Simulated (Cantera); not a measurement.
A closed system holds: 1 mol SiHCl3, 0.0038 mol Cl2, 140 mol N2, 0.13 mol HCl.

Method: chemical equilibrium by Gibbs-energy minimisation in Cantera with the NASA 1993 tables (ideal gas, pure condensed phases). Candidate condensed phases: NH4Cl, Si, Si3N4; 28 gas species. N2 is the only nitrogen source here; it is nearly inert below about 1500 K, so the nitride shown seldom forms there in practice. The tables' values for SiCl3 are old estimates. Equilibrium is a limit: real reactors are often held back by kinetics, nucleation or transport.

Stable condensed phases, one row left out:

```
T in K \ P in Pa
            100    210    460    980   2100   4500   9600  20000  44000  94000 200000
   1500       A      A      A      A      B      B      B      B      B      B      B
   1400       A      A      B      B      B      B      B      B      B      B      B
   1350       B      B      B      B      B      B      B      B      B      B      B
   1300       B      B      B      B      B      B      B      B      B      B      B
   1250       B      B      B      B      B      B      B      B      B      B      B
   1200       B      B      B      B      B      B      B      B      B      B      B
   1150       B      B      B      B      B      B      B      B      B      B      B
   1100       B      B      B      B      B      B      B      B      B      B      B
   1050       B      B      B      B      B      B      B      B      B      B      B
   1000       B      B      B      B      B      B      B      B      B      B      B
    950       B      B      B      B      B      B      B      B      B      B      B
    900       B      B      B      B      B      B      B      B      B      B      B
```

A: gas only; B: Si3N4.

Give the row for 1450 K.

100: gas only; 210: gas only; 460: gas only; 980: Si3N4; 2100: Si3N4; 4500: Si3N4; 9600: Si3N4; 20000: Si3N4; 44000: Si3N4; 94000: Si3N4; 200000: Si3N4.
